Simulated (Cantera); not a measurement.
A perfectly stirred reactor is fed with CH₄ : O₂ : N₂ : H₂O = 1 : 1.82 : 6.84 : 1 (molar parts), equivalence ratio 1.1, at 8.68 atm; it is adiabatic with a 375 K inlet, and is followed from long to short residence time, starting on the burning branch (τ in s: 0.31, 0.15, 0.068, 0.032, 0.015, 0.0071, 0.0034, 0.0016, 0.00074, 0.00035, 0.00016, 7.8e-05).

Model: GRI-Mech 3.0 (53 species, 325 reactions), integrated in Cantera.

**Question.** Predict: blow-out, bracketed by the residence times tried; x(CH₄) at τ = 0.310 s; x(O₂) at τ = 0.310 s; x(H₂O) at τ = 0.310 s; x(CH₂O) at τ = 0.310 s; x(C₂H₂) at τ = 0.310 s; x(CH₄) at τ = 3.40 ms; x(O₂) at τ = 3.40 ms; x(H₂O) at τ = 3.40 ms; x(CH₂O) at τ = 3.40 ms; x(C₂H₂) at τ = 3.40 ms.

**Answer.** 
```json
{
  "blow_out_bracketed_by_the_residence_times_tried": "burning at 0.160 ms, out at 78.0 µs",
  "x(CH₄) at τ = 0.310 s": "1.04e-5",
  "x(O₂) at τ = 0.310 s": "4.32e-5",
  "x(H₂O) at τ = 0.310 s": "0.262",
  "x(CH₂O) at τ = 0.310 s": "2.81e-7",
  "x(C₂H₂) at τ = 0.310 s": "2.76e-8",
  "x(CH₄) at τ = 3.40 ms": "0.000121",
  "x(O₂) at τ = 3.40 ms": "0.000917",
  "x(H₂O) at τ = 3.40 ms": "0.261",
  "x(CH₂O) at τ = 3.40 ms": "7.98e-6",
  "x(C₂H₂) at τ = 3.40 ms": "3.26e-6"
}
```
